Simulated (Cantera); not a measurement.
Input: 1 mol Si2H6, 0.0039 mol Cl2, 3.1 mol N2, 0.65 mol HCl, held at 1327 °C and 6900 Pa.

These are equilibrium values from Cantera (NASA tables, ideal gas, pure condensed phases), not measurements of a reactor. Candidate condensed phases: NH4Cl, Si, Si3N4; 28 gas species. The feed counts by its element totals alone. The tables' values for SiCl3 are old estimates; treat these amounts as uncertain. The numbers say what is thermodynamically allowed, not how fast it happens.

Base state: H2 0.556, N2 0.328, HCl 0.111, SiCl2 0.00431, SiCl3 0.000231, H 0.000154, SiCl4 3.05e-5, Cl 2.45e-5 (mole fractions); condensed: Si3N4(s).

Question: What changes in the equilibrium state with this change: HCl from 0.65 to 0.019 mol?

Answer: 
| species | before | after |
|---|---|---|
| H2 | 0.556 | 0.625 |
| N2 | 0.328 | 0.369 |
| HCl | 0.111 | 0.00558 |
| SiCl2 | 0.00431 | 8.86e-6 |
| SiCl4 | 3.05e-5 | <1e-9 |
| SiCl3 | 0.000231 | 2.24e-8 |
| Si3N4(s), mol | 0.658 | 0.667 |

Question: What changes in the equilibrium state with this change: temperature from 1327 °C to 825 °C?

Answer: 
| species | before | after |
|---|---|---|
| H2 | 0.556 | 0.553 |
| N2 | 0.328 | 0.326 |
| HCl | 0.111 | 0.121 |
| SiCl2 | 0.00431 | 6.26e-7 |
| SiCl4 | 3.05e-5 | 0.000127 |
| H | 0.000154 | 7.03e-8 |
| Cl | 2.45e-5 | 1.38e-8 |
| SiCl3 | 0.000231 | 2.38e-6 |
| SiHCl3 | 2.19e-5 | 8.49e-6 |
| Si3N4(s), mol | 0.658 | 0.666 |
N2 is the only nitrogen source here; it is nearly inert below about 1500 K, so the nitride shown seldom forms there in practice.
